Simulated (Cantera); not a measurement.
Equilibrium for fluorocarbon and chlorocarbon gases: C2F6 + HCl + H2

Feed: 1 mol C2F6, 1.4 mol HCl, 0.12 mol H2, at 648.15 K and 13300 Pa.

These are equilibrium values from Cantera (NASA tables, ideal gas, pure condensed phases), not measurements of a reactor. Candidate condensed phases: C, C6H6, C7H8, C8H18; 118 gas species. The feed counts by its element totals alone. Condensed phases not in the tables: fluorocarbon polymer. Gases not in the tables: C2F6 and larger saturated fluorocarbons. Kinetics and transport are ignored.

```
Quantity            Value
--------------  ---------
x(CF4)              0.464
x(HCl)              0.450
x(HF)              0.0820
x(CClF3)          0.00257
x(Cl2)           0.000740
x(CCl2F2)         3.65e-5
n(C(graphite))  0.561 mol
gas amount      3.081 mol
```
